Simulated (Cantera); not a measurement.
Input (Python, Cantera):

```python
import numpy as np
import cantera as ct

gas = ct.Solution("gri30.yaml")
gas.TPX = 1175, 13332, {'H2': 12, 'O2': 1, 'N2': 3.9}
inlet = ct.Reservoir(gas, clone=True)

reactor = ct.IdealGasConstPressureReactor(gas, energy="off", clone=False)
exhaust = ct.Reservoir(gas, clone=True)
tau = [1.3, 0.65, 0.33, 0.17, 0.085, 0.043, 0.022, 0.011, 0.0055, 0.0028, 0.0014][0]
for a, b in ((inlet, reactor), (reactor, exhaust)):
    ct.MassFlowController(a, b, mdot=lambda t: reactor.mass / tau)
net = ct.ReactorNet([reactor])
show = ['H2', 'O2', 'N2O', 'O', 'OH', 'NO2', 'H']

rows = []
print(f"{'tau/s':>10s}{'T/K':>9s}" + "".join(f"{s:>11s}" for s in show))
for tau in [1.3, 0.65, 0.33, 0.17, 0.085, 0.043, 0.022, 0.011, 0.0055, 0.0028, 0.0014]:
    net.initial_time = 0.0
    net.advance(30 * tau)
    before = gas.X
    net.advance(40 * tau)
    drift = np.max(np.abs(gas.X - before) / (gas.X + 1e-9))
    rows.append([gas.T, *gas[show].X, drift])
    print(f"{tau:10.3e}{gas.T:9.1f}" + "".join(f"{x:11.3e}" for x in gas[show].X))
```

Output:

```
     tau/s      T/K         H2         O2        N2O          O         OH        NO2          H
 1.300e+00   1175.0  6.264e-01  6.469e-05  9.371e-13  1.269e-07  4.603e-06  2.300e-16  3.261e-03
 6.500e-01   1175.0  6.253e-01  9.197e-05  1.328e-12  2.537e-07  6.503e-06  3.442e-16  4.582e-03
 3.300e-01   1175.0  6.239e-01  1.300e-04  1.871e-12  4.992e-07  9.115e-06  5.079e-16  6.376e-03
 1.700e-01   1175.0  6.220e-01  1.830e-04  2.622e-12  9.678e-07  1.268e-05  7.480e-16  8.778e-03
 8.500e-02   1175.0  6.194e-01  2.626e-04  3.743e-12  1.932e-06  1.788e-05  1.136e-15  1.220e-02
 4.300e-02   1175.0  6.158e-01  3.768e-04  5.334e-12  3.808e-06  2.506e-05  1.742e-15  1.674e-02
 2.200e-02   1175.0  6.113e-01  5.421e-04  7.598e-12  7.411e-06  3.488e-05  2.703e-15  2.262e-02
 1.100e-02   1175.0  6.052e-01  7.995e-04  1.104e-11  1.472e-05  4.904e-05  4.348e-15  3.045e-02
 5.500e-03   1175.0  5.979e-01  1.200e-03  1.623e-11  2.912e-05  6.887e-05  7.129e-15  4.012e-02
 2.800e-03   1175.0  5.899e-01  1.827e-03  2.394e-11  5.621e-05  9.581e-05  1.170e-14  5.101e-02
 1.400e-03   1175.0  5.820e-01  2.907e-03  3.624e-11  1.091e-04  1.347e-04  1.950e-14  6.261e-02
```

Cantera simulation using GRI-Mech 3.0 (53 species, 325 reactions); the numbers are that mechanism's predictions, not measurements. The temperature is held fixed by assumption; the heat of reaction is taken as removed at once.
